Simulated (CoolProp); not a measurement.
Properties of hexamethyldisiloxane (MM) along the isobar 5.44 MPa (Tc = 518.7 K, pc = 1.931 MPa, ω = 0.418).

Model: reference Helmholtz-energy equation of state, Thol 2016, in CoolProp.

```
T (K)   phase  density (kg/m³)  isothermal compressibility (1/MPa)
-----  ------  ---------------  ----------------------------------
230.5  liquid            834.3                            0.001104
236.2  liquid            828.7                            0.001152
241.8  liquid            823.2                            0.001202
247.4  liquid            817.7                            0.001254
253.1  liquid            812.1                            0.001310
258.7  liquid            806.7                            0.001367
264.3  liquid            801.2                            0.001428
270    liquid            795.6                            0.001493
275.6  liquid            790.1                            0.001561
281.2  liquid            784.5                            0.001632
286.9  liquid            778.9                            0.001708
```
